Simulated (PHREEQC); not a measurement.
Make-up at 20 °C and 10 atm: 0.077 mol/kgw NaBF4 and 0.11 mol/kgw Na2CO3. Closed to the air; pH follows from the charge balance.

All values are PHREEQC results (ion-association model, phreeqc.dat), not measurements.

This is a speciation only: nothing precipitates in the calculation.

Q: Order these C species by the share of C that they hold, largest first: CO2, HCO3-, NaHCO3, (CO2)2.

A: CO2 (60 %), HCO3- (36 %), NaHCO3 (3.0 %), (CO2)2 (0.13 %)

Q: Order these Na species by the share of Na that they hold, largest first: Na+, NaHCO3, NaF.

A: Na+ (94 %), NaF (4.9 %), NaHCO3 (1.1 %)

The pH is 6.00 and the ionic strength 0.279 mol/kgw. Real BF4- forms and hydrolyses slowly; the run takes it at equilibrium.
